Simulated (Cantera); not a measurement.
Premixed flame

A freely propagating, adiabatic, planar premixed flame of H₂ : O₂ : N₂ : H₂O = 1 : 0.595 : 2.74 : 0.06 (molar parts), unburnt at 400 K and 750 Torr; mixture-averaged transport, grid criteria slope 0.08 and curve 0.16, no radiation.

Detailed kinetics in Cantera: the H2/O2 subset of GRI-Mech 3.0, which has no nitrogen chemistry. Burning velocities carry a grid error of a few per cent, more on coarse grids.

```csv
z (mm),T (K),u (m/s),x H₂,x O₂,x H₂O,x H,x O,x H₂O₂
-1.19,400,2.11,0.228,0.135,0.0137,<1e-8,<1e-8,<1e-8
-0.794,400,2.11,0.227,0.135,0.0137,<1e-8,<1e-8,<1e-8
-0.595,400,2.11,0.227,0.135,0.0137,<1e-8,<1e-8,<1e-8
-0.397,400,2.11,0.226,0.136,0.0137,<1e-8,1.48e-8,5.72e-8
-0.198,429,2.22,0.210,0.138,0.0154,3.48e-6,1.70e-6,1.50e-5
-0.0992,671,3.35,0.170,0.133,0.0385,0.00128,0.000115,6.22e-5
0,1076,5.24,0.106,0.106,0.103,0.0106,0.00187,1.40e-5
0.0992,1371,6.62,0.0508,0.0661,0.174,0.0206,0.00561,4.72e-6
0.198,1534,7.38,0.0278,0.0454,0.209,0.0214,0.00713,2.85e-6
0.397,1692,8.09,0.0191,0.0360,0.227,0.0153,0.00638,1.40e-6
0.794,1830,8.68,0.0147,0.0321,0.238,0.00845,0.00439,7.04e-7
1.59,1937,9.13,0.00977,0.0292,0.249,0.00383,0.00257,4.05e-7
3.18,2008,9.42,0.00543,0.0274,0.257,0.00141,0.00130,2.52e-7
```
x: mole fraction of selected species; z is measured from the peak of heat release.

The laminar burning velocity is 211 cm/s and the thermal thickness comes out as 0.397 mm. The peak x(H) comes out as 0.0220 and the peak x(O) comes out as 0.00719. The peak x(H₂O₂) is 6.35e-5 and the grid points comes out as 112.
